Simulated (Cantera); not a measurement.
Feed: 1 mol SiC, 0.24 mol N2O, 1.5 mol H2, held at 0.00300 bar.

Cantera equilibrium calculation (NASA polynomials, part measured and part estimated; ideal gas, pure solids and liquids). Candidate condensed phases: C, C6H6, C7H8, C8H18, H2O, Si, SiC, SiO2, Si2N2O, Si3N4; 151 gas species. Mutual solubility and eutectic melting of coexisting phases are not modelled. Kinetics and transport are ignored. All values below are at 1348 K.

Base state: H2 0.946, N2 0.0269, CO 0.0269, HCN 5.11e-5, H 4.11e-5, SiO 2.59e-5, CH4 1.57e-5 (mole fractions); condensed: C(graphite) + SiC(s) + Si2N2O(s).

Q: What changes in the equilibrium state with this change: N2O from 0.24 to 1.9 mol?

A: 
```csv
species,before,after
N2,0.0269,0.380
H2,0.946,0.372
CO,0.0269,0.248
SiO,2.59e-5,7.53e-5
CH4,1.57e-5,1.87e-7
H2O,4.46e-7,2.09e-5
"C(graphite), mol",0.352,0
"SiC(s), mol",0.605,0
"Si2N2O(s), mol",0.197,0.367
"SiO2(β-quartz), mol",0,0.267
```
The tables hold silica as quartz up to 1696 K and as liquid above; real silica turns to tridymite and cristobalite and melts near 1996 K.
